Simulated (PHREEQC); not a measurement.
Dissolve 0.162 mol/kgw MgCl2 and 3.4e-05 mol/kgw CO2 at 47 °C. Closed to the air; pH follows from the charge balance.

All values are PHREEQC results (ion-association model, phreeqc.dat), not measurements.

The ionic strength comes out as 0.486 mol/kgw. What activity coefficients do H+, Mg+2, HCO3-, Cl-, MgHCO3+ get?

H+ 0.76, Mg+2 0.28, HCO3- 0.68, Cl- 0.64, MgHCO3+ 0.64.

Precipitation was switched off in this run. Away from 25 °C the constants follow the database's enthalpies or fits; those with neither stay at their 25 °C values.
